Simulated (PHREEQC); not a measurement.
Make-up at 31 °C: 0.0014 mol/kgw HF, 0.00041 mol/kgw (CH3)4NF, 0.053 mol/kgw H2SiF6 and 0.017 mol/kgw H2SO4. Closed to the air; pH follows from the charge balance.

All values are PHREEQC results (ion-association model with the Davies equation for every ion, phreeqc.dat), not measurements.

Q: The ionic strength comes out as 0.178 mol/kgw. What activity coefficients do HSO4-, HF2-, H+, SO4-2, F- get?

A: HSO4- 0.75, HF2- 0.75, H+ 0.75, SO4-2 0.31, F- 0.75.

Precipitation was switched off in this run. The solution is supersaturated, for example in Quartz (slow to form), Chalcedony (slow to form), so a real one may precipitate; this is no full list. (CH3)4N+ isn't in the database: it is added as a free cation with an ion size of 4 Å. SiF6-2 is the database's only silicon fluoride.
